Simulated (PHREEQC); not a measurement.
Alkaline etch or developer: speciation

Dissolve 0.026 mol/kgw NH3 at 25 °C. Closed to the air; pH follows from the charge balance.

Model: ion-association model, wateq4f.dat, run in PHREEQC.

This is a speciation only: nothing precipitates in the calculation.

Predict the pH.

pH 10.82.

In which forms is N present?

NH3 97 %, NH4+ 2.6 % of the N.

Species that the database lacks are ignored.
